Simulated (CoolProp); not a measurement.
Vapour-liquid equilibrium of cyclopropane (1) + R134a (2) at 4.57 bar; x and y are mole fractions of (1).

Values from CoolProp's multi-fluid Helmholtz-energy mixture model, Polt 1992 and Tillner-Roth 1994; pair parameters Bell 2016. This equation is an older, rougher fit; its heat capacities, sound speeds and derivatives of the liquid may be far off and weren't checked against measurements.

Give the bubble temperature and the first vapour's composition at x = 0.425, 0.5, 0.875. Is there an azeotrope?

x = 0.425: 274.0 K, y = 0.518; x = 0.5: 273.7 K, y = 0.549; x = 0.875: 276.2 K, y = 0.759. y crosses x between x = 0.575 and 0.65: the model has an azeotrope there.

Pair parameters are fitted to limited data, so mixtures are less certain than the pure fluids.
